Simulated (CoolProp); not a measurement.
The fluid at 307.24 K and 1.68 MPa is compressed adiabatically to 13.4 MPa with isentropic efficiency 0.7. The same conditions are run with several fluids, on thermodynamics alone (safety and materials aside).

Values from CoolProp's reference Helmholtz-energy equation of state of each fluid (C2F6 (R116): Lemmon 2006; oxygen: Schmidt 1985; R13: Platzer 1990; ethane: Bücker 2006). The equations of Platzer and Polt are older, rougher fits.

### Question
Rank C2F6 (R116), oxygen, R13, ethane by work (kJ/kg), highest first.

### Answer
oxygen (324), ethane (245), R13 (65.3), C2F6 (R116) (44.2)

```csv
fluid,final temperature (K),final density (kg/m³)
C2F6 (R116),398.6,710
oxygen,641.9,77.4
R13,441.2,473
ethane,462.4,127
```

Above 300 K oxygen's equation is extrapolated.
